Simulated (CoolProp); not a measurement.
Properties of hydrogen chloride at several states (Tc = 324.7 K, pc = 8.314 MPa, ω = 0.130).

Model: reference Helmholtz-energy equation of state, Thol 2018, in CoolProp.

| T (K) | p (MPa) | phase | Z | cp (kJ/(kg K)) | cv (kJ/(kg K)) | isothermal compressibility (1/MPa) | expansivity (1/kK) |
|---|---|---|---|---|---|---|---|
| 499.3 | 11.2 | supercritical | 0.8890 | ___ | 0.6072 | 0.09834 | 2.978 |
| 360.9 | 0.794 | gas | ___ | 0.8385 | ___ | ___ | ___ |
| 174.4 | 0.0124 | gas | 0.9954 | 0.8075 | ___ | 81.02 | 5.829 |
| 388.8 | 0.325 | gas | 0.9916 | ___ | 0.5749 | 3.103 | 2.640 |
| 346.3 | 7.39 | gas | 0.6793 | 1.880 | 0.8090 | ___ | 9.569 |

**Question.** Fill in the missing entries.

**Answer.** 
- 499.3, cp (kJ/(kg K)): 1.014
- 360.9, Z: 0.9740
- 360.9, cv (kJ/(kg K)): 0.5843
- 360.9, isothermal compressibility (1/MPa): 1.293
- 360.9, expansivity (1/kK): 3.004
- 174.4, cv (kJ/(kg K)): 0.5741
- 388.8, cp (kJ/(kg K)): 0.8112
- 346.3, isothermal compressibility (1/MPa): 0.2148
